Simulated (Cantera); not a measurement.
Feed: 1 mol Ta2O5, 2.3 mol CH4, 0.13 mol CO, held at 0.623 Torr.

These are equilibrium values from Cantera (NASA tables, ideal gas, pure condensed phases), not measurements of a reactor. Candidate condensed phases: C, C6H6, C7H8, C8H18, H2O, Ta, TaC, Ta2O5; 113 gas species. Equilibrium is a limit: real reactors are often held back by kinetics, nucleation or transport. All values below are at 873 K.

Base state: H2 0.972, CO 0.0274, CH4 0.000352, H2O 9.40e-5 (mole fractions); condensed: C(graphite) + Ta2O5(s).

Task: What changes in the equilibrium state with this change: pressure from 0.623 Torr to 7.50 Torr?

Result: 
| species | before | after |
|---|---|---|
| H2 | 0.972 | 0.968 |
| CO | 0.0274 | 0.0264 |
| CH4 | 0.000352 | 0.00421 |
| H2O | 9.40e-5 | 0.00109 |
| CO2 | 7.07e-6 | 7.90e-5 |
| C(graphite), mol | 2.30 | 2.29 |
| Ta2O5(s), mol | 1.00 | 1.00 |
